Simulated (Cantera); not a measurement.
Charge: 1 mol SiH₂Cl₂, 320 mol H₂, equilibrated at 82.5 Torr.

Method: chemical equilibrium by Gibbs-energy minimisation in Cantera with the NASA 1993 tables (ideal gas, pure condensed phases). Candidate condensed phases: Si; 19 gas species. Kinetics and transport are ignored. All values below are at 1300 K.

Base state: H₂ 0.994, HCl 0.00600, SiCl₂ 9.66e-5 (mole fractions); condensed: Si(s).

What changes in the equilibrium state with this change: SiH₂Cl₂ replaced by SiH₄?


| species | before | after |
|---|---|---|
| H₂ | 0.994 | 1.000 |
| HCl | 0.00600 | 0 |
| SiCl₂ | 9.66e-5 | 0 |
| Si(s), mol | 0.966 | 1.000 |
